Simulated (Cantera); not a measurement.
Cantera run:

```python
import numpy as np
import cantera as ct

gas_names = [...]  # 109 gases of nasa_gas.yaml made of C, Cl, H, Si
cond_names = """
    C(gr) C6H6(L) C7H8(L) C8H18(L),n-octa Si(cr) Si(L) SiC(b)
""".split()


# ... load() reads the species with a 1 bar reference pressure and builds the phases ...
atoms = {
    '(CH3)2SiCl2': {'C': 2, 'H': 6, 'Si': 1, 'CL': 2},
    'C2H2': {'C': 2, 'H': 2},
    'H2': {'H': 2},
}
top_T = {'C(gr)': 4500, 'SiC(b)': 3050}  # K; cautious upper limits of use, not melting points


# ... equilibrate(T, P, feed) seeds the gas with the atoms and calls Mixture.equilibrate('TP', solver="vcs", rtol=1e-11, max_steps=5000) ...
results = []
feed = {'(CH3)2SiCl2': 1, 'C2H2': 0.27, 'H2': 20}  # mol
P = 25000  # Pa
for T in [1723, 1873, 2023, 2173, 2323, 2473, 2623]:
    mix = equilibrate(T, P, feed)
    results.append((T, P, feed, dict(zip(mix.species_names, mix.species_moles))))

top = {s: max(r[3][s] / sum(r[3][g] for g in gas_names) for r in results) for s in gas_names}
cols = sorted((s for s in top if top[s] > 0.0001), key=lambda s: -top[s])[:8]
seen = [c for c in cond_names if any(r[3].get(c, 0) > 1e-12 for r in results)]
print("log10 of partial pressures in bar; condensed amounts in mol")
print(f"{'T/K':>10s}" + "".join(f"{s[:9]:>10s}" for s in cols + seen))
for T, P, feed, n in results:
    ng = sum(n[g] for g in gas_names)
    print(f"{T:10.4g}" + "".join(f"{np.log10(max(n[s] / ng * P / 1e5, 1e-99)):10.3f}" for s in cols)
          + "".join(f"{n.get(c, 0):10.4g}" for c in seen))
```

Output:

```
log10 of partial pressures in bar; condensed amounts in mol
       T/K        H2       HCL         H        Si C2H2,acet      SiC2        CL      Si2C     C(gr)    SiC(b)
      1723    -0.640    -1.691    -4.059    -7.785    -4.683    -9.826    -5.221    -9.946     1.541    0.9895
      1873    -0.640    -1.694    -3.510    -6.534    -4.146    -8.192    -4.685    -8.346     1.539    0.9834
      2023    -0.641    -1.699    -3.042    -5.469    -3.690    -6.806    -4.229    -6.990     1.523    0.9751
      2173    -0.644    -1.706    -2.638    -4.554    -3.300    -5.616    -3.838    -5.826     1.478    0.9613
      2323    -0.651    -1.718    -2.288    -3.758    -2.966    -4.584    -3.500    -4.818     1.393    0.9249
      2473    -0.664    -1.739    -1.984    -3.061    -2.680    -3.681    -3.209    -3.936     1.278    0.7847
      2623    -0.693    -1.779    -1.722    -2.444    -2.445    -2.884    -2.963    -3.158      1.24    0.1901
```

Cantera equilibrium calculation (NASA polynomials, part measured and part estimated; ideal gas, pure solids and liquids). The feed counts by its element totals alone. The tables' values for SiCl, SiCl3 are old estimates; treat these amounts as uncertain. Gases not in the tables: Si2H6 and higher silanes.
